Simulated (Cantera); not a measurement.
An isothermal, constant-pressure homogeneous reactor starts with 8.47 % H2, 8.47 % O2, 83.1 % N2, at 1175 K and 0.132 atm.

Detailed kinetics in Cantera: GRI-Mech 3.0 (53 species, 325 reactions). The temperature is held fixed by assumption; the heat of reaction is taken as removed at once.

One state of this run: x H2 = 8.50e-6; x O2 = 0.0442; x N2O = 4.71e-8; x HO2 = 2.51e-7; x OH = 6.46e-5. x: mole fraction; the columns are a selection and need not sum to one.

Task: Which value of t (s) does it belong to?
A) 0.0562
B) 1.00e-5
C) 0.237
D) 4.22e-5

Result: A, 0.0562
